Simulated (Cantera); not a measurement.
An adiabatic, constant-pressure homogeneous reactor starts with CH₄ : H₂ : O₂ : N₂ = 1 : 1 : 2.63 : 9.21 (molar parts), equivalence ratio 0.95, at 1573 K and 16.0 bar. Integrator tolerance rtol = 1e-08.

Computed with Cantera and GRI-Mech 3.0 (53 species, 325 reactions). The pressure lies above the range GRI-Mech 3.0 was tuned for (to about 10 atm). Above 3000 K some thermodynamic fits are extrapolated.

**Question.** What does this change do: 0.4 parts CO2 added?

**Answer.** 
| quantity | before | after |
|---|---|---|
| time of steepest temperature rise | 9.04 µs | 9.52 µs |
| temperature at 2.00 s | 3001 K | 2945 K |
| equilibrium temperature | 3001 K | 2945 K |
| x(CH₄) at 2.00 s | <1e-12 (gas-phase equilibrium <1e-12) | <1e-12 (gas-phase equilibrium <1e-12) |
| x(H₂) at 2.00 s | 0.0157 (gas-phase equilibrium 0.0157) | 0.0124 (gas-phase equilibrium 0.0124) |
| x(O₂) at 2.00 s | 0.0187 (gas-phase equilibrium 0.0187) | 0.0200 (gas-phase equilibrium 0.0200) |
| x(H₂O) at 2.00 s | 0.189 (gas-phase equilibrium 0.189) | 0.188 (gas-phase equilibrium 0.188) |
| x(H₂O₂) at 2.00 s | 1.80e-6 (gas-phase equilibrium 1.80e-6) | 1.69e-6 (gas-phase equilibrium 1.69e-6) |

**Question.** What does this change do: initial temperature 1573 to 1200 K?

**Answer.** 
```
quantity                                                            before                                    after
---------------------------------  ---------------------------------------  ---------------------------------------
time of steepest temperature rise                                  9.04 µs                                 0.195 ms
temperature at 2.00 s                                               3001 K                                   2824 K
equilibrium temperature                                             3001 K                                   2824 K
x(CH₄) at 2.00 s                     <1e-12 (gas-phase equilibrium <1e-12)    <1e-12 (gas-phase equilibrium <1e-12)
x(H₂) at 2.00 s                      0.0157 (gas-phase equilibrium 0.0157)  0.00985 (gas-phase equilibrium 0.00985)
x(O₂) at 2.00 s                      0.0187 (gas-phase equilibrium 0.0187)    0.0154 (gas-phase equilibrium 0.0154)
x(H₂O) at 2.00 s                       0.189 (gas-phase equilibrium 0.189)      0.203 (gas-phase equilibrium 0.203)
x(H₂O₂) at 2.00 s                  1.80e-6 (gas-phase equilibrium 1.80e-6)  1.32e-6 (gas-phase equilibrium 1.32e-6)
```
